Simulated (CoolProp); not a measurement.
A simple Rankine cycle with R1336mzz(E): condensing at 293.15 K, boiler at 1.52 MPa, turbine inlet 378.9 K, turbine efficiency 0.9, pump efficiency 0.6, no recuperator. Each further row changes one setting.

Values from CoolProp's reference Helmholtz-energy equation of state, Akasaka 2023.

| case | thermal efficiency (%) | net work (kJ/kg) | heat in (kJ/kg) | turbine exit temperature (K) | volume ratio over the turbine |
|---|---|---|---|---|---|
| as stated | 14.2 | [?] | 199 | 320.6 | 11.1 |
| turbine inlet 398.9 K | 14.2 | 31.4 | [?] | 342.8 | 10.2 |
| condensing temperature 285.15 K | 15.5 | 32.3 | 209 | 314.8 | 14.9 |
| boiler pressure 1.06 MPa | 12.5 | 26.0 | 208 | 334.3 | 6.92 |
| turbine efficiency 0.8 | 12.5 | [?] | 199 | 324.4 | 11.3 |

Problem. Some entries are withheld; supply them.

Solution. 
- as stated, net work (kJ/kg): 28.2
- turbine inlet 398.9 K, heat in (kJ/kg): 221
- turbine efficiency 0.8, net work (kJ/kg): 24.9
